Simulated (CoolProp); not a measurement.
Vapour-liquid equilibrium of methanol (1) + water (2) at 0.732 MPa; x and y are mole fractions of (1).

The numbers come from the multi-fluid Helmholtz-energy mixture model, de Reuck 1993 and Wagner 2002; pair parameters Bell 2016 in CoolProp.

```json
[
 {"x": "0.05", "bubble temperature (K)": "…", "y at the bubble point": "…", "dew temperature at overall composition x (K)": "438.3", "liquid density (mol/L)": "47.52"},
 {"x": "0.2", "bubble temperature (K)": "424.3", "y at the bubble point": "0.436", "dew temperature at overall composition x (K)": "…", "liquid density (mol/L)": "41.04"},
 {"x": "0.35", "bubble temperature (K)": "416.7", "y at the bubble point": "0.610", "dew temperature at overall composition x (K)": "427.7", "liquid density (mol/L)": "35.73"},
 {"x": "0.5", "bubble temperature (K)": "411.0", "y at the bubble point": "0.729", "dew temperature at overall composition x (K)": "421.6", "liquid density (mol/L)": "31.35"},
 {"x": "0.65", "bubble temperature (K)": "406.4", "y at the bubble point": "0.821", "dew temperature at overall composition x (K)": "414.8", "liquid density (mol/L)": "27.70"},
 {"x": "0.8", "bubble temperature (K)": "402.5", "y at the bubble point": "0.900", "dew temperature at overall composition x (K)": "407.4", "liquid density (mol/L)": "…"},
 {"x": "0.95", "bubble temperature (K)": "399.1", "y at the bubble point": "0.975", "dew temperature at overall composition x (K)": "400.2", "liquid density (mol/L)": "22.04"}
]
```

Q: Fill in the missing entries.

A: 
- 0.05, bubble temperature (K): 435.1
- 0.05, y at the bubble point: 0.146
- 0.2, dew temperature at overall composition x (K): 433.3
- 0.8, liquid density (mol/L): 24.63

No azeotrope shows between x = 0.05 and 0.95.

Pair parameters are fitted to limited data, so mixtures are less certain than the pure fluids.
